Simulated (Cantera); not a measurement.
## Low-pressure radical oxidation in H2/O2

A perfectly stirred reactor is fed with 1.67 % H2, 42.8 % O2, 55.6 % N2, equivalence ratio 0.019, at 0.0109 atm; it is held at 1175 K, and followed from long to short residence time.

Model: the H2/O2 subset of GRI-Mech 3.0, which has no nitrogen chemistry, integrated in Cantera. Radical loss at walls, strong at low pressure, is not modelled.

| τ (s) | x H2 | x O2 | x H2O2 | x OH | x H2O | x HO2 | x O |
|---|---|---|---|---|---|---|---|
| 27 | 1.64e-5 | 0.422 | 1.22e-8 | 0.000200 | 0.0167 | 2.15e-7 | 0.000354 |
| 3.5 | 5.57e-5 | 0.422 | 1.89e-8 | 0.000388 | 0.0165 | 4.47e-7 | 0.00130 |
| 0.44 | 0.000183 | 0.420 | 2.46e-8 | 0.000720 | 0.0160 | 7.57e-7 | 0.00417 |
| 0.056 | 0.000602 | 0.416 | 3.21e-8 | 0.00117 | 0.0147 | 1.02e-6 | 0.00827 |
| 0.0072 | 0.00257 | 0.417 | 5.82e-8 | 0.00178 | 0.0118 | 1.21e-6 | 0.00815 |
| 0.00092 | 0.0118 | 0.424 | 4.37e-8 | 0.00127 | 0.00366 | 1.08e-6 | 0.00253 |
| 0.00012 | 0.0167 | 0.428 | <1e-12 | 1.81e-10 | 8.76e-11 | 4.00e-10 | 2.18e-10 |
x: mole fraction; the columns are a selection and need not sum to one.
